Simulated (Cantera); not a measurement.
An adiabatic, constant-pressure homogeneous reactor starts with CH₄ : O₂ : N₂ = 1 : 3.1 : 20.3 (molar parts), at 1548 K and 3750 Torr.

Cantera simulation using GRI-Mech 3.0 (53 species, 325 reactions); the numbers are that mechanism's predictions, not measurements.

One state of this run: T (K) = 2359; x CH₄ = <1e-12; x O₂ = 0.0408; x CO = 0.00147; x C₂H = <1e-12; x CH₂O = 1.50e-12. x: mole fraction; the columns are a selection and need not sum to one.

Problem. Which value of t (s) does it belong to?
A) 0.0835
B) 3.00e-6
C) 3.87e-5
D) 1.08e-5

Solution. A, 0.0835
